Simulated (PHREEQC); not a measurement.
## Ultrapure water in contact with air or piping: speciation

Model water analysis in mg/kgw, 71 °C, pH 5.93, pe 0.7: Na 0.269; K 0.107; Ca 0.124; Mg 0.146; Cl 0.459; S(6) as SO4 0.655; Alkalinity as HCO3 0.301; F 6.56e-05.

Valence states are taken as typed.

The numbers come from PHREEQC with the ion-association model, wateq4f.dat.

Each row changes one thing in this solution. This is a speciation only: nothing precipitates in the calculation.

```json
[
 {"case": "as made", "CO2 (mol/kgw)": "1.43e-5", "HCO3- (mol/kgw)": "5.98e-6", "MgSO4 (mol/kgw)": "2.47e-8", "CaSO4 (mol/kgw)": "5.65e-9", "HSO4- (mol/kgw)": "2.40e-9", "MgHCO3+ (mol/kgw)": "5.92e-10", "SI of Gypsum (CaSO4:2H2O)": "-6.01", "SI of Magnesite (MgCO3)": "-6.03"},
 {"case": "S(6) from 0.655 to 1.31 mg/kgw", "CO2 (mol/kgw)": "1.42e-5", "HCO3- (mol/kgw)": "5.98e-6", "MgSO4 (mol/kgw)": "4.88e-8", "CaSO4 (mol/kgw)": "[?]", "HSO4- (mol/kgw)": "4.78e-9", "MgHCO3+ (mol/kgw)": "5.87e-10", "SI of Gypsum (CaSO4:2H2O)": "-5.72", "SI of Magnesite (MgCO3)": "-6.03"},
 {"case": "pH from 5.93 to 5.63 at the same alkalinity", "CO2 (mol/kgw)": "3.44e-5", "HCO3- (mol/kgw)": "7.23e-6", "MgSO4 (mol/kgw)": "2.47e-8", "CaSO4 (mol/kgw)": "5.64e-9", "HSO4- (mol/kgw)": "4.78e-9", "MgHCO3+ (mol/kgw)": "7.16e-10", "SI of Gypsum (CaSO4:2H2O)": "-6.01", "SI of Magnesite (MgCO3)": "[?]"},
 {"case": "Ca from 0.124 to 0.372 mg/kgw", "CO2 (mol/kgw)": "1.42e-5", "HCO3- (mol/kgw)": "5.98e-6", "MgSO4 (mol/kgw)": "2.45e-8", "CaSO4 (mol/kgw)": "[?]", "HSO4- (mol/kgw)": "2.39e-9", "MgHCO3+ (mol/kgw)": "5.90e-10", "SI of Gypsum (CaSO4:2H2O)": "-5.54", "SI of Magnesite (MgCO3)": "-6.03"},
 {"case": "temperature from 71 to 5 °C at the same typed pH", "CO2 (mol/kgw)": "2.34e-5", "HCO3- (mol/kgw)": "6.11e-6", "MgSO4 (mol/kgw)": "5.18e-9", "CaSO4 (mol/kgw)": "3.23e-9", "HSO4- (mol/kgw)": "5.11e-10", "MgHCO3+ (mol/kgw)": "3.98e-10", "SI of Gypsum (CaSO4:2H2O)": "-6.10", "SI of Magnesite (MgCO3)": "-7.37"},
 {"case": "pH from 5.93 to 5.5 at the same alkalinity", "CO2 (mol/kgw)": "5.18e-5", "HCO3- (mol/kgw)": "[?]", "MgSO4 (mol/kgw)": "2.47e-8", "CaSO4 (mol/kgw)": "5.64e-9", "HSO4- (mol/kgw)": "6.45e-9", "MgHCO3+ (mol/kgw)": "7.99e-10", "SI of Gypsum (CaSO4:2H2O)": "-6.01", "SI of Magnesite (MgCO3)": "-6.33"}
]
```

Problem. Some entries are withheld; supply them.

Solution. 
- S(6) from 0.655 to 1.31 mg/kgw, CaSO4 (mol/kgw): 1.12e-8
- pH from 5.93 to 5.63 at the same alkalinity, SI of Magnesite (MgCO3): -6.25
- Ca from 0.124 to 0.372 mg/kgw, CaSO4 (mol/kgw): 1.68e-8
- pH from 5.93 to 5.5 at the same alkalinity, HCO3- (mol/kgw): 8.08e-6

Species that the database lacks are ignored. At this temperature some constants are extrapolated from 25 °C, and those without enthalpy data are left unchanged.
